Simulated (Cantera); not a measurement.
Feed: 1 mol Si, 0.0024 mol H2O, 1.3 mol H2, equilibrated at 0.350 Pa.

Method: chemical equilibrium by Gibbs-energy minimisation in Cantera with the NASA 1993 tables (ideal gas, pure condensed phases). Candidate condensed phases: H2O, Si, SiO2; 18 gas species. Mutual solubility and eutectic melting of coexisting phases are not modelled. The numbers say what is thermodynamically allowed, not how fast it happens.

Q: Which condensed phases are stable at each of these points (T (K)): 900, 925, 950, 975, 1000, 1025, 1050, 1075, 1100, 1125, 1150?

A: 
```json
[
 {"T (K)": "900", "condensed phases": "Si(s) + SiO2(β-quartz)", "Si condensed (%)": "100.0"},
 {"T (K)": "925", "condensed phases": "Si(s) + SiO2(β-quartz)", "Si condensed (%)": "100.0"},
 {"T (K)": "950", "condensed phases": "Si(s) + SiO2(β-quartz)", "Si condensed (%)": "100.0"},
 {"T (K)": "975", "condensed phases": "Si(s) + SiO2(β-quartz)", "Si condensed (%)": "100.0"},
 {"T (K)": "1000", "condensed phases": "Si(s) + SiO2(β-quartz)", "Si condensed (%)": "100.0"},
 {"T (K)": "1025", "condensed phases": "Si(s) + SiO2(β-quartz)", "Si condensed (%)": "99.9"},
 {"T (K)": "1050", "condensed phases": "Si(s) + SiO2(β-quartz)", "Si condensed (%)": "99.9"},
 {"T (K)": "1075", "condensed phases": "Si(s)", "Si condensed (%)": "99.8"},
 {"T (K)": "1100", "condensed phases": "Si(s)", "Si condensed (%)": "99.8"},
 {"T (K)": "1125", "condensed phases": "Si(s)", "Si condensed (%)": "99.8"},
 {"T (K)": "1150", "condensed phases": "Si(s)", "Si condensed (%)": "99.8"}
]
```

From 900 K to 1050 K the condensed part is Si(s) + SiO2(β-quartz). From 1075 K to 1150 K the condensed part is Si(s).
